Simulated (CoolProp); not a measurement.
Computed with CoolProp (reference Helmholtz-energy equation of state, Thol 2015).

For 1,2-dichloroethane, give the phase and the density (kg/m³), cp (kJ/(kg K)), fugacity coefficient at 175.35 °C and 190 bar; 204.75 °C and 190 bar; 212.15 °C and 190 bar.


- 175.35 °C and 190 bar: liquid; density 1040, cp 1.43, fugacity coefficient 0.0686
- 204.75 °C and 190 bar: liquid; density 996, cp 1.47, fugacity coefficient 0.107
- 212.15 °C and 190 bar: liquid; density 984, cp 1.48, fugacity coefficient 0.118
